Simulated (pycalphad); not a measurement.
All values are pycalphad results on the COST 507 light-alloy database (1999) (1 atm), not direct measurements. These are 1990s assessments: newer ones move some temperatures and phases. Amounts are mole fractions of atoms.

**Question.** Give the equilibrium state of Al-1.68Si-0.7771C (wt.%) at 575 K.

**Answer.** 
```
T = 575.00 K, P = 101325 Pa, N = 1 mol of atoms
G = -19693 J/mol, H = 5852 J/mol, S = 44.42 J/(mol K)  (SER reference)
chemical potentials (J/mol): Al -18844, Si -12999, C -73330
phase             fraction      x(Al)      x(Si)       x(C)
FCC_A1              0.9475     0.9994    0.00059      1e-14
AL8SIC7             0.0395     0.5000     0.0625     0.4375
DIAMOND_A4          0.0130   4.26e-10     1.0000      1e-14
```

**Question.** Give the equilibrium state of Al-1.68Si-0.7771C (wt.%) at 1625 K.

**Answer.** LIQUID, fraction 0.961, with 1.7 Si, 0.02 C wt.%; AL4C3, fraction 0.039, with 0.10 Si, 25.0 C wt.%.

Database names, with the compositions (at.%) that they take in these runs: AL4C3: Al 57 C 43; AL8SIC7: Al 50 C 44 Si 6. FCC_A1 is fcc; DIAMOND_A4 is diamond (Si).
